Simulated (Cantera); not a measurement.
Feed: 1 mol SiCl₄, 9.1 mol H₂, 1.1 mol Cl₂, equilibrated at 1450 K and 0.133 bar.

These are equilibrium values from Cantera (NASA tables, ideal gas, pure condensed phases), not measurements of a reactor. Candidate condensed phases: Si; 19 gas species. The tables' values for SiCl₃ are old estimates; treat these amounts as uncertain. Rates play no part.

Base state: H₂ 0.632, HCl 0.282, SiCl₂ 0.0364, SiCl₄ 0.0271, SiCl₃ 0.0164, SiHCl₃ 0.00522, SiH₂Cl₂ 0.000156, H 2.06e-5 (mole fractions); condensed: gas only.

Task: What changes in the equilibrium state with this change: temperature from 1450 K to 1325 K?

Result: 
```tsv
species	before	after
H₂	0.632	0.676
HCl	0.282	0.236
SiCl₄	0.0271	0.0565
SiCl₂	0.0364	0.0117
SiCl₃	0.0164	0.0111
H	2.06e-5	3.68e-6
SiHCl₃	0.00522	0.00828
SiH₂Cl₂	0.000156	0.000174
```

Task: What changes in the equilibrium state with this change: temperature from 1450 K to 1073.15 K?

Result: 
```csv
species,before,after
H₂,0.632,0.710
HCl,0.282,0.201
SiCl₄,0.0271,0.0850
SiCl₂,0.0364,4.71e-5
SiCl₃,0.0164,0.000501
H,2.06e-5,3.24e-8
SiH₂Cl₂,0.000156,1.87e-5
SiHCl₃,0.00522,0.00369
```

Task: What changes in the equilibrium state with this change: SiCl₄ replaced by Si?

Result: 
```csv
species,before,after
H₂,0.632,0.846
HCl,0.282,0.104
SiCl₂,0.0364,0.0392
SiCl₄,0.0271,0.00294
SiCl₃,0.0164,0.00561
SiHCl₃,0.00522,0.00206
SiH₂Cl₂,0.000156,0.000225
"Si(s), mol",0,0.493
```
